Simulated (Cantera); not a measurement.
Premixed flame

A freely propagating, adiabatic, planar premixed flame of 8.37 % CH4, 1.42 % H2, 18.3 % O2, 69.0 % N2, 2.85 % H2O, unburnt at 350 K and 10.0 bar; mixture-averaged transport, grid criteria slope 0.08 and curve 0.16, no radiation.

Computed with Cantera and GRI-Mech 3.0 (53 species, 325 reactions). Burning velocities carry a grid error of a few per cent, more on coarse grids.

| z (mm) | T (K) | u (m/s) | x CH4 | x H2 | x O2 | x CH2 | x C2H6 | x CO2 |
|---|---|---|---|---|---|---|---|---|
| -0.324 | 350 | 0.159 | 0.0837 | 0.0140 | 0.183 | <1e-8 | 1.49e-8 | 9.76e-7 |
| -0.216 | 356 | 0.161 | 0.0834 | 0.0134 | 0.183 | <1e-8 | 4.49e-7 | 2.61e-5 |
| -0.162 | 383 | 0.173 | 0.0820 | 0.0128 | 0.181 | <1e-8 | 3.91e-6 | 0.000207 |
| -0.108 | 512 | 0.232 | 0.0751 | 0.0117 | 0.172 | <1e-8 | 3.51e-5 | 0.00168 |
| -0.0540 | 1021 | 0.467 | 0.0480 | 0.0102 | 0.128 | <1e-8 | 0.000300 | 0.0128 |
| -0.0270 | 1451 | 0.665 | 0.0241 | 0.00955 | 0.0856 | 3.02e-7 | 0.000493 | 0.0271 |
| 0 | 1864 | 0.854 | 0.00336 | 0.00779 | 0.0405 | 1.50e-5 | 4.53e-5 | 0.0482 |
| 0.0270 | 2034 | 0.926 | 4.54e-5 | 0.00471 | 0.0214 | 1.56e-6 | 1.10e-8 | 0.0656 |
| 0.0540 | 2100 | 0.952 | 4.32e-7 | 0.00339 | 0.0164 | 2.04e-8 | <1e-8 | 0.0731 |
| 0.108 | 2156 | 0.974 | <1e-8 | 0.00214 | 0.0132 | <1e-8 | <1e-8 | 0.0780 |
| 0.216 | 2189 | 0.988 | <1e-8 | 0.00122 | 0.0113 | <1e-8 | <1e-8 | 0.0806 |
| 0.432 | 2202 | 0.993 | <1e-8 | 0.000840 | 0.0106 | <1e-8 | <1e-8 | 0.0816 |
| 0.865 | 2204 | 0.994 | <1e-8 | 0.000768 | 0.0105 | <1e-8 | <1e-8 | 0.0818 |
x: mole fraction of selected species; z is measured from the peak of heat release.

```yaml
laminar_burning_velocity: 15.9 cm/s
thermal_thickness: 0.108 mm
peak x(CH2): 1.59e-5
peak x(C2H6): 0.000497
grid_points: 140
```
